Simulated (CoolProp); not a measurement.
Values from CoolProp's reference Helmholtz-energy equation of state, Tillner-Roth 1994.

Problem. For R134a, give the phase and the conductivity (mW/(m K)) at 181.85 °C and 0.0542 MPa; 181.85 °C and 1.25 MPa.

Solution. 
- 181.85 °C and 0.0542 MPa: gas; conductivity 25.9
- 181.85 °C and 1.25 MPa: gas; conductivity 26.3

Thermal conductivity comes from a separate model (McLinden 2000), an estimate that may be off by 10 % or more.
